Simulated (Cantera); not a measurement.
What does this Cantera script print?

```python
import numpy as np
import cantera as ct

surf = ct.Interface("ptcombust.yaml", "Pt_surf")
gas = surf.adjacent["gas"]
gas.TPX = 1200, 28000, {'CH4': 0.0029, 'O2': 0.068, 'N2': 0.79}
surf.TP = 1200, 28000
reactor = ct.FlowReactor(gas, clone=False)
reactor.area = 0.0001  # m2
reactor.surface_area_to_volume_ratio = 520  # 1/m
reactor.mass_flow_rate = 3.1 * reactor.area * gas.density  # inlet velocity 3.1 m/s
reactor.energy_enabled = False
wall = ct.ReactorSurface(surf, reactor, clone=False)
net = ct.ReactorNet([reactor])
net.rtol, net.atol = 1e-8, 1e-16
show, cover = ['CH4', 'O2', 'H2O', 'CO2', 'CO'], ['PT(S)', 'H(S)', 'O(S)', 'OH(S)', 'CO(S)', 'C(S)']

rows = []
print(f"{'z/m':>9s}{'u/(m/s)':>9s}" + "".join(f"{s:>13s}" for s in show + cover))
for z in [3.5e-05, 7.6e-05, 0.00016, 0.00035, 0.00076, 0.0016, 0.0035]:
    net.advance(z)
    rows.append([reactor.speed, *gas[show].X, *surf[cover].coverages])
    print(f"{z:9.4g}{rows[-1][0]:9.3g}" + "".join(f"{x:13.4e}" for x in rows[-1][1:]))
```

Result:

```
      z/m  u/(m/s)          CH4           O2          H2O          CO2           CO        PT(S)         H(S)         O(S)        OH(S)        CO(S)         C(S)
  3.5e-05      3.1   3.3542e-03   7.8959e-02   2.8708e-05   1.1998e-05   2.3830e-06   5.2831e-01   2.7337e-07   4.7159e-01   9.4923e-05   1.7457e-06   2.9065e-08
  7.6e-05      3.1   3.3373e-03   7.8927e-02   6.2247e-05   2.7202e-05   3.9494e-06   5.2835e-01   2.9419e-07   4.7154e-01   1.0215e-04   1.8536e-06   2.8927e-08
  0.00016      3.1   3.3031e-03   7.8859e-02   1.3050e-04   6.0030e-05   5.2271e-06   5.2841e-01   3.3244e-07   4.7147e-01   1.1544e-04   1.9323e-06   2.8642e-08
  0.00035      3.1   3.2269e-03   7.8707e-02   2.8239e-04   1.3555e-04   5.5886e-06   5.2850e-01   4.0477e-07   4.7136e-01   1.4055e-04   1.9244e-06   2.7999e-08
  0.00076      3.1   3.0682e-03   7.8391e-02   5.9861e-04   2.9372e-04   5.3451e-06   5.2868e-01   5.2443e-07   4.7114e-01   1.8203e-04   1.8341e-06   2.6655e-08
   0.0016      3.1   2.7661e-03   7.7790e-02   1.1997e-03   5.9425e-04   4.8251e-06   5.2903e-01   6.9800e-07   4.7073e-01   2.4199e-04   1.6575e-06   2.4088e-08
   0.0035      3.1   2.1853e-03   7.6637e-02   2.3531e-03   1.1705e-03   3.8240e-06   5.2973e-01   9.4745e-07   4.6994e-01   3.2760e-04   1.3160e-06   1.9120e-08
```

Cantera simulation using Deutschmann's 1995 Pt surface mechanism with GRI-Mech 3.0 gas chemistry; the numbers are that mechanism's predictions, not measurements. Catalytic surfaces can have several steady states; this one follows from the mechanism file's or the stated starting coverage. Mass transfer to the wall is taken as infinitely fast.
